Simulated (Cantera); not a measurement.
**Transport properties of process gases**

Gas mixture: H2 : N2 = 0.75 : 0.95 (molar parts), at 0.424 atm, frozen composition.

Cantera's kinetic-theory transport with the Lennard-Jones parameters of GRI-Mech 3.0, ideal gas; thermal conductivity in the multicomponent form.

```tsv
T (K)	ρ (kg/m³)	cp (J/kg/K)	μ (µPa s)	λ (mW/m/K)	Pr	D (cm²/s) NH3	D (cm²/s) H2	D (cm²/s) CH3
400	0.214	1771	21.5	84.2	0.453	1.32	2.99	1.27
600	0.143	1796	28.4	112	0.457	2.75	5.90	2.54
800	0.107	1850	34.4	139	0.459	4.56	9.52	4.13
1000	0.0856	1911	39.8	165	0.461	6.70	13.8	6.00
1200	0.0713	1965	44.9	192	0.460	9.14	18.6	8.13
1400	0.0611	2014	49.6	218	0.458	11.9	24.1	10.5
```
D: mixture-averaged diffusion coefficient of that species in the mixture.
